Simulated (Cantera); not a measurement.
A closed system holds: 1 mol C₂H₄, 0.36 mol H₂, equilibrated at 1252 °C and 101000 Pa.

Equilibrium computed with Cantera from the NASA thermochemical tables; the gas is ideal and each condensed phase is pure. Candidate condensed phases: C, C₆H₆, C₇H₈, C₈H₁₈; 76 gas species. Equilibrium is a limit: real reactors are often held back by kinetics, nucleation or transport.

Base state: H₂ 0.998, CH₄ 0.00230, H 2.35e-5, C₂H₂ (acetylene) 1.21e-5 (mole fractions); condensed: C(graphite).

**Question.** What changes in the equilibrium state with this change: temperature from 1252 °C to 975 °C?

**Answer.** 
| species | before | after |
|---|---|---|
| H₂ | 0.998 | 0.989 |
| CH₄ | 0.00230 | 0.0110 |
| H | 2.35e-5 | 4.63e-7 |
| C₂H₂ (acetylene) | 1.21e-5 | 2.41e-7 |
| C(graphite), mol | 1.99 | 1.97 |
